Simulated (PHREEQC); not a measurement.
PHREEQC input (acid-base model without metal-ligand complexes, wateq4f.dat):

```
PHASES
  Fix_H+
    H+ = H+
    -log_k 0
SOLUTION 1
  temp 25
  units mol/kgw
  pH 7 charge
  Cl 0.1
  Na 0.1
END
SELECTED_OUTPUT 1
  -reset false
  -pH true
  -pe true
  -ionic_strength true
  -water true
  -totals Ag Cl I Na
  -molalities H+ Ag+ Cl- I- Na+ O2 OH- AgCl AgCl2- AgCl3-2
    AgCl4-3 AgI AgI2- AgOH Ag(OH)2- AgI3-2 AgI4-3
  -equilibrium_phases Iodyrite Cerargyrite Ag2O
PRINT
  -reset false
USE solution 1
EQUILIBRIUM_PHASES 1
  Fix_H+ -2 HCl 10
    -force_equality true
  Iodyrite 0 0.1
  Cerargyrite 0 0
  Ag2O 0 0
  O2(g) -0.68 10
END
# ... the last block is repeated for the other 20 points of pH, with NaOH or the acid as the point needs
```

Selected output (columns that matter, 16 of 21 rows; pH added in front):

```
pH	mu	Ag	Cl	I	Na	m_H+	m_Ag+	m_Cl-	m_I-	m_Na+	m_OH-	m_AgOH	m_Ag(OH)2-	Cerargyrite
2	0.11219	2.7072e-09	0.11219	5.237e-08	0.1	0.012185	2.7072e-09	0.11219	5.237e-08	0.1	1.3248e-12	2.0363e-19	2.6865e-29	4.9663e-08
2.5	0.10384	2.8868e-09	0.10384	4.8574e-08	0.1	0.0038385	2.8868e-09	0.10384	4.8574e-08	0.1	4.1577e-12	6.9196e-19	2.8664e-28	4.5687e-08
3.5	0.10038	2.9692e-09	0.10038	4.6997e-08	0.1	0.00038321	2.9692e-09	0.10038	4.6997e-08	0.1	4.1441e-11	7.1409e-18	2.9489e-26	4.4028e-08
4	0.10012	2.9756e-09	0.10012	4.6878e-08	0.1	0.00012117	2.9756e-09	0.10012	4.6878e-08	0.1	1.3101e-10	2.2637e-17	2.9554e-25	4.3902e-08
4.5	0.10004	2.9777e-09	0.10004	4.684e-08	0.1	3.8315e-05	2.9777e-09	0.10004	4.684e-08	0.1	4.1427e-10	7.1638e-17	2.9574e-24	4.3862e-08
5.5	0.1	2.9785e-09	0.1	4.6824e-08	0.1	3.8314e-06	2.9785e-09	0.1	4.6824e-08	0.1	4.1426e-09	7.1661e-16	2.9583e-22	4.3846e-08
6	0.1	2.9786e-09	0.1	4.6823e-08	0.1	1.2116e-06	2.9786e-09	0.1	4.6823e-08	0.1	1.31e-08	2.2662e-15	2.9583e-21	4.3844e-08
6.5	0.1	2.9786e-09	0.1	4.6823e-08	0.1	3.8314e-07	2.9786e-09	0.1	4.6823e-08	0.1	4.1426e-08	7.1664e-15	2.9584e-20	4.3844e-08
7.5	0.1	2.9787e-09	0.1	4.6822e-08	0.1	3.8314e-08	2.9786e-09	0.1	4.6822e-08	0.1	4.1426e-07	7.1664e-14	2.9584e-18	4.3844e-08
8	0.1	2.9789e-09	0.1	4.6822e-08	0.1	1.2116e-08	2.9786e-09	0.1	4.6822e-08	0.1	1.31e-06	2.2662e-13	2.9584e-17	4.3844e-08
8.5	0.1	2.9794e-09	0.1	4.6822e-08	0.1	3.8314e-09	2.9786e-09	0.1	4.6822e-08	0.1	4.1426e-06	7.1664e-13	2.9584e-16	4.3843e-08
9.5	0.10004	2.986e-09	0.1	4.6822e-08	0.10004	3.8315e-10	2.9788e-09	0.1	4.6822e-08	0.10004	4.1427e-05	7.1666e-12	2.9586e-14	4.3836e-08
10	0.10013	3.0022e-09	0.1	4.6821e-08	0.10013	1.2117e-10	2.9793e-09	0.1	4.6821e-08	0.10013	0.00013102	2.2664e-11	2.959e-13	4.3819e-08
10.5	0.10041	3.0553e-09	0.1	4.6818e-08	0.10041	3.8322e-11	2.9807e-09	0.1	4.6818e-08	0.10041	0.00041442	7.1685e-11	2.9603e-12	4.3762e-08
11.5	0.10416	4.0156e-09	0.1	4.6775e-08	0.10416	3.8391e-12	2.9992e-09	0.1	4.6775e-08	0.10416	0.0041589	7.1868e-10	2.9779e-10	4.2759e-08
12	0.11326	8.3464e-09	0.1	4.667e-08	0.11326	1.2191e-12	3.042e-09	0.1	4.667e-08	0.11326	0.01326	2.2859e-09	3.0186e-09	3.8323e-08
```

Species that the database lacks are ignored.
